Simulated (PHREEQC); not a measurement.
A solution holds 0.017 mol/kgw Cu(BF4)2 and 3.5e-05 mol/kgw Na2SO4, at 9.8 °C. Closed to the air; pH follows from the charge balance.

Equilibrium calculation in PHREEQC: ion-association model, phreeqc.dat.

No solid was allowed to form.

**Question.** Order these S species by the share of S that they hold, largest first: HSO4-, CuSO4, SO4-2.

**Answer.** SO4-2 (57 %), CuSO4 (39 %), HSO4- (3.8 %)

The pH is 2.78 and the ionic strength 0.0523 mol/kgw. Species that the database lacks are ignored. At this temperature some constants are extrapolated from 25 °C, and those without enthalpy data are left unchanged. Real BF4- forms and hydrolyses slowly; the run takes it at equilibrium.
